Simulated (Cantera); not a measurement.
An adiabatic, constant-pressure homogeneous reactor starts with 1.79 % CH4, 0.268 % CO, 8.45 % O2, 84.5 % N2, 5.01 % H2O, equivalence ratio 0.44, at 1775 K and 1.00 bar.

Detailed kinetics in Cantera: GRI-Mech 3.0 (53 species, 325 reactions).

x: mole fraction; the columns are a selection and need not sum to one.

```csv
t (s),T (K),x CH4,x CO,x O2,x H,x O,x H2O2,x C2H2
2.00e-6,1775,0.0179,0.00268,0.0845,3.58e-7,2.30e-7,4.15e-9,<1e-12
5.51e-6,1775,0.0179,0.00268,0.0845,3.96e-7,3.64e-7,1.32e-8,<1e-12
1.52e-5,1775,0.0179,0.00268,0.0845,4.67e-7,5.04e-7,3.03e-8,3.15e-11
4.18e-5,1775,0.0178,0.00268,0.0844,7.74e-7,1.01e-6,5.35e-8,3.35e-9
0.000115,1775,0.0170,0.00274,0.0841,5.63e-6,5.30e-6,1.79e-7,5.99e-7
0.000317,2015,<1e-12,(withheld),0.0474,0.00364,0.00540,1.49e-7,<1e-12
0.000875,2126,<1e-12,(withheld),0.0467,0.000499,0.00147,7.00e-8,<1e-12
0.00241,2155,<1e-12,(withheld),0.0468,0.000100,0.000510,5.50e-8,<1e-12
0.00664,2157,<1e-12,0.000418,0.0468,8.18e-5,0.000446,5.49e-8,<1e-12
0.0183,2157,<1e-12,0.000417,0.0467,8.16e-5,0.000445,5.48e-8,<1e-12
0.0504,2156,<1e-12,0.000416,0.0466,8.11e-5,0.000442,5.46e-8,<1e-12
0.139,2154,<1e-12,0.000413,0.0461,7.99e-5,0.000434,5.41e-8,<1e-12
0.383,2151,<1e-12,0.000406,0.0453,7.77e-5,0.000420,5.30e-8,<1e-12
1.05,2147,<1e-12,0.000399,0.0444,7.54e-5,0.000406,5.20e-8,<1e-12
2.90,2146,<1e-12,0.000397,0.0443,7.49e-5,0.000403,5.17e-8,<1e-12
8.00,2146,<1e-12,0.000397,0.0442,7.49e-5,0.000402,5.17e-8,<1e-12
```

Question: Complete the blanks.

Answer: 
- 0.000317, x CO: 0.00466
- 0.000875, x CO: 0.00143
- 0.00241, x CO: 0.000489
